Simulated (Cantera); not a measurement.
A Cantera script and what it prints.

```python
import numpy as np
import cantera as ct

gas_names = """
    Hg N NO NO2 NO3 N2 N2O O O2 O3
""".split()
cond_names = """
    Hg(cr) Hg(L) HgO(s)
""".split()


def load(file, names, dense=False):
    # The tables refer to 1 bar. Condensed volumes are neglected.
    table = {s.name: s for s in ct.Species.list_from_file(file)}
    out = []
    for n in names:
        d = dict(table[n].input_data)
        d["thermo"] = dict(d["thermo"], **{"reference-pressure": 1e5})
        if dense:
            d["equation-of-state"] = {"model": "constant-volume", "density": "1e6 g/cm^3"}
        out.append(ct.Species.from_dict(d))
    return out


gas = ct.Solution(thermo="ideal-gas", species=load("nasa_gas.yaml", gas_names))
cond = {s.name: ct.Solution(thermo="fixed-stoichiometry", species=[s], name=s.name)
        for s in load("nasa_condensed.yaml", cond_names, dense=True)}
atoms = {
    'HgO': {'Hg': 1, 'O': 1},
    'O2': {'O': 2},
    'N2': {'N': 2},
}
top_T = {}  # K; cautious upper limits of use, not melting points


def equilibrate(T, P, feed):
    n = {}
    for name, mol in feed.items():
        for a, k in atoms[name].items():
            n[a] = n.get(a, 0.0) + k * mol
    gas.TPX = T, P, n
    mass = sum(n.values()) * gas.mean_molecular_weight
    gas.equilibrate("TP")
    valid = [c for c in cond.values() if c.min_temp <= T <= top_T.get(c.name, c.max_temp)]
    mix = ct.Mixture([(gas, mass / gas.mean_molecular_weight)] + [(c, 0.0) for c in valid])
    mix.T, mix.P = T, P
    mix.equilibrate("TP", solver="vcs", rtol=1e-11, max_steps=5000)
    return mix


results = []
feed = {'HgO': 1, 'O2': 1.9, 'N2': 0.37}  # mol
T = 548.15  # K
P = 19000  # Pa
mix = equilibrate(T, P, feed)
results.append((T, P, feed, dict(zip(mix.species_names, mix.species_moles))))
x = sorted(zip(gas.X, gas.species_names), reverse=True)
print(f"T = {T:g} K  P = {P:g} Pa  gas = {mix.phase_moles(0):.4g} mol")
print("   x: " + "  ".join(f"{s} {v:.3e}" for v, s in x if v > 0.001))
print("   condensed (mol): " + ("  ".join(f"{mix.phase(i).name} {mix.phase_moles(i):.4g}"
      for i in range(1, mix.n_phases) if mix.phase_moles(i) > 1e-12) or "none"))
```

It prints:

```
T = 548.15 K  P = 19000 Pa  gas = 2.278 mol
   x: O2 8.353e-01  N2 1.624e-01  Hg 2.272e-03
   condensed (mol): HgO(s) 0.9948
```

Method: chemical equilibrium by Gibbs-energy minimisation in Cantera with the NASA 1993 tables (ideal gas, pure condensed phases).
